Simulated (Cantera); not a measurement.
Feed: 1 mol c-C4F8, 0.96 mol F2, equilibrated at 0.00750 bar.

Points: T (K) = 2273, 2323, 2373, 2423, 2473, 2523, 2573, 2623, 2673, 2723, 2773, 2823, 2873, 2923.

Cantera's Mixture.equilibrate('TP', solver="vcs", rtol=1e-11, max_steps=5000) on the NASA tables stopped like this:

```
ERROR: FAILURE its = 5001!

*******************************************************************************
CanteraError thrown by MultiPhase::equilibrate:
VCS solver failed. Return code: -1
*******************************************************************************
```

Task: What got this run through?

Result: Several could match; the one computed here: The failure is numerical, not chemical. The same input converged with solver="gibbs", rtol=1e-10, max_steps=50000, and the result passed a check of the equilibrium conditions:
```
log10 of partial pressures in bar; condensed amounts in mol
       T/K         F       CF2       CF4        CF        C3       CF3         C     C(gr)
      2273    -2.643    -2.475    -2.765    -4.465    -7.996    -3.907    -8.270    0.8095
      2323    -2.545    -2.457    -2.999    -4.287    -7.594    -3.973    -7.917     0.753
      2373    -2.465    -2.469    -3.282    -4.131    -7.209    -4.079    -7.578    0.7987
      2423    -2.401    -2.506    -3.602    -3.994    -6.841    -4.218    -7.253    0.9502
      2473    -2.350    -2.561    -3.950    -3.873    -6.488    -4.381    -6.942     1.177
      2523    -2.309    -2.631    -4.316    -3.764    -6.150    -4.563    -6.643     1.441
      2573    -2.276    -2.711    -4.695    -3.667    -5.825    -4.757    -6.355     1.709
      2623    -2.250    -2.800    -5.082    -3.580    -5.513    -4.962    -6.079     1.959
      2673    -2.230    -2.896    -5.474    -3.500    -5.213    -5.173    -5.813     2.173
      2723    -2.215    -2.998    -5.871    -3.429    -4.924    -5.391    -5.557     2.337
      2773    -2.204    -3.104    -6.269    -3.364    -4.646    -5.613    -5.311     2.437
      2823    -2.198    -3.213    -6.668    -3.305    -4.379    -5.839    -5.073     2.457
      2873    -2.196    -3.327    -7.068    -3.253    -4.121    -6.067    -4.843     2.371
      2923    -2.198    -3.445    -7.470    -3.206    -3.872    -6.300    -4.622     2.132
```

The gas is ideal and each condensed phase is pure. The feed counts by its element totals alone. The tables' values for C2F4 are old estimates; treat these amounts as uncertain. Gases not in the tables: C2F6 and larger saturated fluorocarbons.
